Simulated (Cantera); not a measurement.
# SiH₂Cl₂ + H₂O + N₂ (silicon oxide and oxynitride deposition)

Input: 1 mol SiH₂Cl₂, 0.96 mol H₂O, 49 mol N₂, at 5.18 Torr.

Equilibrium computed with Cantera from the NASA thermochemical tables; the gas is ideal and each condensed phase is pure. Candidate condensed phases: H₂O, NH₄Cl, Si, SiO₂, Si₂N₂O, Si₃N₄; 47 gas species. The tables' values for SiCl, SiCl₃ are old estimates; treat these amounts as uncertain. Rates play no part.

At 1325 °C the condensed part is Si₂N₂O(s). From 1375 °C to 1825 °C nothing is condensed. The main Si-bearing gas is SiO throughout.

```
T (°C)   x N₂   x HCl    x H₂   x SiO      x Cl       x H  n Si₂N₂O(s)
------  -----  ------  ------  ------  --------  --------  -----------
1325    0.926  0.0362  0.0189  0.0181  0.000134   8.81e-5      0.00201
1375    0.926  0.0360  0.0189  0.0181  0.000220  0.000148            0
1425    0.926  0.0359  0.0190  0.0181  0.000353  0.000240            0
1475    0.925  0.0357  0.0190  0.0181  0.000550  0.000379            0
1525    0.925  0.0354  0.0190  0.0181  0.000834  0.000584            0
1575    0.925  0.0350  0.0190  0.0181   0.00123  0.000881            0
1625    0.924  0.0345  0.0191  0.0181   0.00177   0.00130            0
1675    0.924  0.0338  0.0191  0.0181   0.00249   0.00188            0
1725    0.923  0.0328  0.0192  0.0181   0.00341   0.00267            0
1775    0.922  0.0317  0.0192  0.0181   0.00457   0.00373            0
1825    0.921  0.0303  0.0191  0.0180   0.00599   0.00512            0
```
x: gas mole fraction; n: condensed amount in mol.
